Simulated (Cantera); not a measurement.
## BN + H2 (nitride etching)

Input: 1 mol BN, 38 mol H2, equilibrated at 7.50 Torr.

Equilibrium computed with Cantera from the NASA thermochemical tables; the gas is ideal and each condensed phase is pure. Candidate condensed phases: B, BN; 15 gas species. Mutual solubility and eutectic melting of coexisting phases are not modelled. The tables' values for BH2 are old estimates; treat these amounts as uncertain. Rates play no part.

```csv
T (K),x H2,x H,x N2,x BH2,x B,n BN(s),n B(s)
1298,1.000,1.07e-5,6.74e-8,1.10e-7,<1e-12,1.000,0
1398,1.000,4.73e-5,4.51e-7,8.11e-7,1.89e-12,1.000,0
1498,1.000,0.000172,2.39e-6,4.50e-6,8.47e-11,1.000,0
1598,0.999,0.000532,1.04e-5,2.00e-5,2.34e-9,0.999,0
1698,0.998,0.00144,5.77e-5,6.00e-5,3.53e-8,0.996,0.00205
1798,0.996,0.00351,0.000410,0.000128,3.15e-7,0.969,0.0263
1898,0.990,0.00778,0.00236,0.000250,2.22e-6,0.819,0.171
1998,0.972,0.0158,0.0114,0.000450,1.29e-5,0.115,0.867
2098,0.956,0.0301,0.0128,0.000765,6.30e-5,0,0.967
```
x: gas mole fraction; n: condensed amount in mol.

From 1298 K to 1598 K the condensed part is BN(s). From 1698 K to 1998 K the condensed part is B(s) + BN(s). At 2098 K the condensed part is B(s).
